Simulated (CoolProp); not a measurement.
The numbers come from the reference Helmholtz-energy equation of state, Thol 2018 in CoolProp.

Task: For hydrogen chloride, give the phase and the cp (kJ/(kg K)), cv (kJ/(kg K)) at 205.4 K and 1.01 bar; 292.7 K and 1.01 bar.

Result: 
- 205.4 K and 1.01 bar: gas; cp 0.847, cv 0.593
- 292.7 K and 1.01 bar: gas; cp 0.810, cv 0.576
